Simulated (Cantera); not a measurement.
# Si + Cl2 (silicon etching in halogen gases)

Input: 1 mol Si, a varied amount of Cl2, held at 0.00133 bar.

These are equilibrium values from Cantera (NASA tables, ideal gas, pure condensed phases), not measurements of a reactor. Candidate condensed phases: Si; 9 gas species. The tables' values for SiCl3 are old estimates. The numbers say what is thermodynamically allowed, not how fast it happens.

Q: Map the stable condensed phases over T = 475, 625, 775, 925, 1075, 1225, 1375, 1525, 1675 K and n(Cl2) in mol = 0.67, 1.1, 1.5, 1.9, 2.3, 2.7, 3.1, 3.5, 3.9, 4.3.

A: 
```
T in K \ n(Cl2) in mol
         0.67  1.1  1.5  1.9  2.3  2.7  3.1  3.5  3.9  4.3
   1675     A    B    B    B    B    B    B    B    B    B
   1525     A    B    B    B    B    B    B    B    B    B
   1375     A    A    B    B    B    B    B    B    B    B
   1225     A    A    B    B    B    B    B    B    B    B
   1075     A    A    A    B    B    B    B    B    B    B
    925     A    A    A    A    B    B    B    B    B    B
    775     A    A    A    A    B    B    B    B    B    B
    625     A    A    A    A    B    B    B    B    B    B
    475     A    A    A    A    B    B    B    B    B    B
```
A: Si; B: gas only.
